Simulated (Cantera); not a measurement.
What does this Cantera script print?

```python
import numpy as np
import cantera as ct

gas_names = [...]  # 97 gases of nasa_gas.yaml made of Al, C, H, N
cond_names = """
    AL(cr) AL(L) ALN(s) C(gr) C6H6(L) C7H8(L) C8H18(L),n-octa
""".split()


# ... load() reads the species with a 1 bar reference pressure and builds the phases ...
atoms = {
    'Al(CH3)3': {'AL': 1, 'C': 3, 'H': 9},
    'N2': {'N': 2},
}
top_T = {'ALN(s)': 2750, 'C(gr)': 4500}  # K; cautious upper limits of use, not melting points


# ... equilibrate(T, P, feed) seeds the gas with the atoms and calls Mixture.equilibrate('TP', solver="vcs", rtol=1e-11, max_steps=5000) ...
results = []
feed = {'Al(CH3)3': 1, 'N2': 98}  # mol
T = 2150  # K
P = 160  # Pa
mix = equilibrate(T, P, feed)
results.append((T, P, feed, dict(zip(mix.species_names, mix.species_moles))))
x = sorted(zip(gas.X, gas.species_names), reverse=True)
print(f"T = {T:g} K  P = {P:g} Pa  gas = {mix.phase_moles(0):.4g} mol")
print("   x: " + "  ".join(f"{s} {v:.3e}" for v, s in x if v > 1e-05))
print("   condensed (mol): " + ("  ".join(f"{mix.phase(i).name} {mix.phase_moles(i):.4g}"
      for i in range(1, mix.n_phases) if mix.phase_moles(i) > 1e-12) or "none"))
```

Result:

```
T = 2150 K  P = 160 Pa  gas = 104.5 mol
   x: N2 9.356e-01  H2 3.133e-02  H 1.866e-02  AL 9.557e-03  HCN 4.370e-03  HNC 3.198e-04  CN 8.424e-05  C2H2,acetylene 6.068e-05  ALH 1.393e-05
   condensed (mol): C(gr) 2.487
```

Cantera equilibrium calculation (NASA polynomials, part measured and part estimated; ideal gas, pure solids and liquids). The feed counts by its element totals alone.
